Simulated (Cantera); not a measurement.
**Stirred combustor or abatement burner**

A perfectly stirred reactor is fed with CH4 : H2 : O2 : N2 = 1 : 0.44 : 2.02 : 7.59 (molar parts), equivalence ratio 1.1, at 3750 Torr; it is adiabatic with a 375 K inlet, and is followed from long to short residence time, starting on the burning branch (τ in s: 0.023, 0.01, 0.0045, 0.002, 0.00088, 0.00039, 0.00017, 7.5e-05, 3.3e-05, 1.5e-05).

Detailed kinetics in Cantera: GRI-Mech 3.0 (53 species, 325 reactions).

```json
[
 {"τ (s)": "0.023", "T (K)": "2287", "x CH4": "1.06e-5", "x H2": "0.0137", "x O2": "0.000512", "x H2O2": "5.65e-8", "x C2H2": "2.70e-8", "x HO2": "2.57e-7", "x CO": "0.0245"},
 {"τ (s)": "0.010", "T (K)": "2280", "x CH4": "1.75e-5", "x H2": "0.0139", "x O2": "0.000793", "x H2O2": "8.05e-8", "x C2H2": "6.31e-8", "x HO2": "4.35e-7", "x CO": "0.0248"},
 {"τ (s)": "0.0045", "T (K)": "2269", "x CH4": "2.73e-5", "x H2": "0.0143", "x O2": "0.00124", "x H2O2": "1.17e-7", "x C2H2": "1.25e-7", "x HO2": "7.62e-7", "x CO": "0.0254"},
 {"τ (s)": "0.0020", "T (K)": "2252", "x CH4": "4.31e-5", "x H2": "0.0149", "x O2": "0.00196", "x H2O2": "1.70e-7", "x C2H2": "2.30e-7", "x HO2": "1.36e-6", "x CO": "0.0262"},
 {"τ (s)": "0.00088", "T (K)": "2229", "x CH4": "7.02e-5", "x H2": "0.0158", "x O2": "0.00305", "x H2O2": "2.44e-7", "x C2H2": "4.18e-7", "x HO2": "2.43e-6", "x CO": "0.0275"},
 {"τ (s)": "0.00039", "T (K)": "2197", "x CH4": "0.000118", "x H2": "0.0170", "x O2": "0.00463", "x H2O2": "3.41e-7", "x C2H2": "7.69e-7", "x HO2": "4.24e-6", "x CO": "0.0292"},
 {"τ (s)": "0.00017", "T (K)": "2154", "x CH4": "0.000215", "x H2": "0.0185", "x O2": "0.00691", "x H2O2": "4.69e-7", "x C2H2": "1.54e-6", "x HO2": "7.33e-6", "x CO": "0.0316"},
 {"τ (s)": "7.5e-5", "T (K)": "2099", "x CH4": "0.000424", "x H2": "0.0203", "x O2": "0.0102", "x H2O2": "6.36e-7", "x C2H2": "3.58e-6", "x HO2": "1.27e-5", "x CO": "0.0349"},
 {"τ (s)": "3.3e-5", "T (K)": "2021", "x CH4": "0.00104", "x H2": "0.0226", "x O2": "0.0162", "x H2O2": "8.99e-7", "x C2H2": "1.25e-5", "x HO2": "2.46e-5", "x CO": "0.0405"},
 {"τ (s)": "1.5e-5", "T (K)": "375", "x CH4": "0.0905", "x H2": "0.0398", "x O2": "0.183", "x H2O2": "<1e-12", "x C2H2": "<1e-12", "x HO2": "<1e-12", "x CO": "<1e-12"}
]
```
x: mole fraction; the columns are a selection and need not sum to one.
